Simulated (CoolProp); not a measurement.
n-perfluorohexane along the isobar 6090 kPa: fugacity coefficient from the reference equation and from simpler models built on Tc = 448.0 K, pc = 1742 kPa, ω = 0.497; each cubic takes its own stable root.

Model: reference Helmholtz-energy equation of state, Gao 2022, in CoolProp.

```tsv
T (K)	phase	reference	van der Waals	Redlich-Kwong	Peng-Robinson
327.3	liquid	0.02259	0.1277	0.05557	0.02284
344.8	liquid	0.03826	0.1545	0.07890	0.03861
362.3	liquid	0.06027	0.1833	0.1069	0.06088
379.9	liquid	0.08944	0.2138	0.1395	0.09063
397.4	liquid	0.1256	0.2455	0.1758	0.1278
414.9	liquid	0.1687	0.2781	0.2152	0.1724
432.5	liquid	0.2181	0.3116	0.2573	0.2238
450	supercritical	0.2721	0.3453	0.3008	0.2800
```
